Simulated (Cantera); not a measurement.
Input: 1 mol AlN, 0.82 mol Cl2, 88 mol N2, equilibrated at 0.100 bar.

Method: chemical equilibrium by Gibbs-energy minimisation in Cantera with the NASA 1993 tables (ideal gas, pure condensed phases). Candidate condensed phases: Al, AlCl3, AlN; 11 gas species. The tables' values for AlCl2 are old estimates; treat these amounts as uncertain. Rates play no part. All values below are at 1300 K.

Base state: N2 0.994, AlCl3 0.00612, AlCl2 4.64e-5 (mole fractions); condensed: AlN(s).

Task: What changes in the equilibrium state with this change: Cl2 from 0.82 to 41 mol?

Result: 
```json
[
 {"species": "N2", "before": "0.994", "after": "0.679"},
 {"species": "Cl2", "before": "<1e-9", "after": "0.292"},
 {"species": "Cl", "before": "2.16e-7", "after": "0.0212"},
 {"species": "AlCl3", "before": "0.00612", "after": "0.00767"},
 {"species": "AlCl2", "before": "4.64e-5", "after": "<1e-9"},
 {"species": "AlN(s), mol", "before": "0.452", "after": "0"}
]
```
